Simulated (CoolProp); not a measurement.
n-heptane along the isobar 16.4 MPa: fugacity coefficient from the reference equation and from simpler models built on Tc = 541.2 K, pc = 2.774 MPa, ω = 0.349; each cubic takes its own stable root.

Values from CoolProp's reference Helmholtz-energy equation of state, Span 2003. It is a short technical equation, of lower accuracy than the large ones.

```
T (K)          phase  reference  van der Waals  Soave-Redlich-Kwong  Peng-Robinson
-----  -------------  ---------  -------------  -------------------  -------------
459.2         liquid    0.08170         0.2047              0.09179        0.08167
479.3         liquid     0.1088         0.2308               0.1228         0.1092
499.4         liquid     0.1401         0.2575               0.1588         0.1413
519.5         liquid     0.1753         0.2847               0.1993         0.1776
539.6         liquid     0.2138         0.3120               0.2437         0.2174
559.8  supercritical     0.2552         0.3396               0.2915         0.2604
579.9  supercritical     0.2984         0.3670               0.3413         0.3053
600    supercritical     0.3430         0.3941               0.3924         0.3515
```
